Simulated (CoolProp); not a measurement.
A Linde-Hampson liquefier for CF4 (R14): isothermal reversible compression at 290 K from 1 atm to 5 MPa, throttling to 1 atm, return gas leaving the recuperator 10 K below the feed. Each further row changes one setting.

The numbers come from the reference Helmholtz-energy equation of state, Platzer 1990 in CoolProp. This equation is an older, rougher fit; its heat capacities, sound speeds and derivatives of the liquid may be far off and weren't checked against measurements.

```
case                        liquid yield per pass  compression work (kJ/kg of gas)
--------------------------  ---------------------  -------------------------------
as stated                              (withheld)                              101
high pressure 10 MPa                   (withheld)                              115
warm-end temperature 320 K                  0.043                              114
warm-end gap 15 K                      (withheld)                              101
```

Complete the blanks.


- as stated, liquid yield per pass: 0.072
- high pressure 10 MPa, liquid yield per pass: 0.187
- warm-end gap 15 K, liquid yield per pass: 0.057
